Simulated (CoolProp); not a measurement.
Isobutane along the isotherm 385.3 K: fugacity coefficient from the reference equation and from simpler models built on Tc = 407.8 K, pc = 3.629 MPa, ω = 0.184; each cubic takes its own stable root.

Values from CoolProp's reference Helmholtz-energy equation of state, Bücker 2006.

```tsv
p (MPa)	phase	reference
0.111	gas	0.9876
0.167	gas	0.9813
0.252	gas	0.9719
0.38	gas	0.9576
0.573	gas	0.9363
0.865	gas	0.9040
1.3	gas	0.8561
1.97	gas	0.7818
2.97	liquid	0.6164
4.48	liquid	0.4364
6.76	liquid	0.3181
10.2	liquid	0.2419
15.4	liquid	0.1956
23.2	liquid	0.1729
35	liquid	0.1735
```

How far does each simpler model (van der Waals, Redlich-Kwong, Soave-Redlich-Kwong, Peng-Robinson) lie from the reference over these 15 states: mean and median of the absolute difference, and the worst?


- van der Waals: mean 19.4 %, median 4.3 %, worst +86.4 % at 385.3 K and 35 MPa
- Redlich-Kwong: mean 4.3 %, median 0.7 %, worst +14.2 % at 385.3 K and 35 MPa
- Soave-Redlich-Kwong: mean 2.5 %, median 0.2 %, worst +9.7 % at 385.3 K and 35 MPa
- Peng-Robinson: mean 1.8 %, median 1.6 %, worst -7.2 % at 385.3 K and 35 MPa
